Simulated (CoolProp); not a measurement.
A simple Rankine cycle with R227EA: condensing at 323.15 K, boiler at 2.19 MPa, turbine inlet 375.9 K, turbine efficiency 0.8, pump efficiency 0.8, no recuperator. Each further row changes one setting.

Values from CoolProp's reference Helmholtz-energy equation of state, Lemmon 2016.

```
case                             thermal efficiency (%)  net work (kJ/kg)  heat in (kJ/kg)  turbine exit temperature (K)  volume ratio over the turbine
-------------------------------  ----------------------  ----------------  ---------------  ----------------------------  -----------------------------
as stated                                    (withheld)              8.16              131                         350.2                           2.80
turbine inlet 395.9 K                        (withheld)              9.46       (withheld)                         373.0                           2.64
condensing temperature 315.15 K                     7.4              10.5              141                    (withheld)                     (withheld)
boiler pressure 1.53 MPa                            3.9              5.54              141                         363.0                           1.76
turbine efficiency 0.7                              5.3              6.98              131                         351.5                           2.82
```

Task: What belongs in the gaps?

Result: 
- as stated, thermal efficiency (%): 6.2
- turbine inlet 395.9 K, thermal efficiency (%): 6.1
- turbine inlet 395.9 K, heat in (kJ/kg): 154
- condensing temperature 315.15 K, turbine exit temperature (K): 345.5
- condensing temperature 315.15 K, volume ratio over the turbine: 3.52
